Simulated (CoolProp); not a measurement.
The fluid at 506.47 K and 0.288 MPa flows at 0.2 m/s in a round tube of 6 mm bore and 0.25 µm roughness, fully developed (64/Re and Nu = 3.66 if laminar; Colebrook and Gnielinski if turbulent). The same conditions are run with several fluids, on thermodynamics alone (safety and materials aside).

Model: reference Helmholtz-energy equation of state of each fluid (ammonia: Gao 2020; normal hydrogen: Leachman 2009; propane: Lemmon 2009; n-heptane: Span 2003; sulfur hexafluoride: Guder 2009), in CoolProp.

Question: Rank ammonia, normal hydrogen, propane, n-heptane, sulfur hexafluoride by Reynolds number, highest first.

Answer: n-heptane (867), sulfur hexafluoride (499), propane (271), ammonia (77.5), normal hydrogen (12.9)

```
fluid                Darcy friction factor  pressure drop (Pa/m)  heat-transfer coefficient (W/(m² K))  mass flow (kg/h)
-------------------  ---------------------  --------------------  ------------------------------------  ----------------
ammonia                              0.826                  3.22                                  33.1            0.0238
normal hydrogen                       4.98                  2.28                                   167           0.00280
propane                              0.236                  2.40                                  29.1            0.0619
n-heptane                           0.0738                  1.77                                  21.3             0.147
sulfur hexafluoride                  0.128                  4.29                                  17.3             0.204
```

Transport values come from each fluid's own correlations.
